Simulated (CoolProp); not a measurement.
A closed Brayton cycle with carbon dioxide: compressor inlet 332.15 K and 9.1 MPa, high pressure 27.7 MPa, turbine inlet 925 K, compressor efficiency 0.85, turbine efficiency 0.9, recuperator effectiveness 0.95 (on enthalpy, no pinch check). Each further row changes one setting.

Model: reference Helmholtz-energy equation of state, Span 1996, in CoolProp.

```csv
case,thermal efficiency (%),net work (kJ/kg),compressor to turbine work,compressor exit (K),turbine exit (K)
as stated,39.0,104,0.37,426.0,782.4
turbine inlet 875 K,37.1,93.8,0.39,426.0,737.2
compressor inlet 342.15 K,37.7,96.6,0.41,443.1,782.4
high pressure 23.5 MPa,38.6,92.0,0.35,411.7,802.7
recuperator effectiveness 0.5,22.9,104,0.37,426.0,782.4
```
